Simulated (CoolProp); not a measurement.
Cyclopropane along the isobar 23.6 bar: fugacity coefficient from the reference equation and from simpler models built on Tc = 398.7 K, pc = 56.05 bar, ω = 0.131; each cubic takes its own stable root.

Model: reference Helmholtz-energy equation of state, Polt 1992, in CoolProp. This equation is an older, rougher fit.

```tsv
T (K)	phase	reference
359.4	gas	0.8011
367	gas	0.8147
374.6	gas	0.8269
382.1	gas	0.8378
389.7	gas	0.8478
397.3	gas	0.8569
404.9	gas	0.8652
412.4	gas	0.8726
420	gas	0.8795
427.6	gas	0.8859
435.1	gas	0.8917
442.7	gas	0.8970
450.3	gas	0.9020
457.9	gas	0.9066
465.4	gas	0.9107
473	gas	0.9147
```

How far does each simpler model (Redlich-Kwong, Soave-Redlich-Kwong, Peng-Robinson) lie from the reference over these 16 states: mean and median of the absolute difference, and the worst?


- Redlich-Kwong: mean 0.2 %, median 0.1 %, worst +1.2 % at 359.4 K and 23.6 bar
- Soave-Redlich-Kwong: mean 0.3 %, median 0.3 %, worst +0.7 % at 359.4 K and 23.6 bar
- Peng-Robinson: mean 1.2 %, median 1.2 %, worst -1.4 % at 397.3 K and 23.6 bar
